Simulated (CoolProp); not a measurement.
Acetone along the isotherm 550 K: density (kg/m³) from the reference equation and from simpler models built on Tc = 508.1 K, pc = 4.692 MPa, ω = 0.307; each cubic takes its own stable root.

The numbers come from the reference Helmholtz-energy equation of state, Lemmon 2006 in CoolProp. It is a short technical equation, of lower accuracy than the large ones.

```csv
p (MPa),phase,reference,ideal gas,van der Waals,Redlich-Kwong,Soave-Redlich-Kwong,Peng-Robinson
1.47,gas,(withheld),18.67,20.33,20.50,20.39,20.63
2.93,gas,46.56,37.21,45.23,45.86,45.20,46.31
4.4,gas,(withheld),55.88,79.70,80.57,(withheld),80.94
5.87,supercritical,136.1,74.55,144.5,136.7,(withheld),132.1
7.33,supercritical,(withheld),93.10,225.1,222.7,193.2,205.8
8.8,supercritical,343.9,111.8,255.7,276.4,250.8,270.3
10.3,supercritical,(withheld),130.8,274.2,308.5,287.7,(withheld)
11.7,supercritical,(withheld),148.6,286.8,329.9,312.0,340.7
```

Complete the blanks.


- 1.47, reference: 20.67
- 4.4, reference: 81.85
- 4.4, Soave-Redlich-Kwong: 77.87
- 5.87, Soave-Redlich-Kwong: 125.3
- 7.33, reference: 237.2
- 10.3, reference: 394.6
- 10.3, Peng-Robinson: 312.7
- 11.7, reference: 422.9
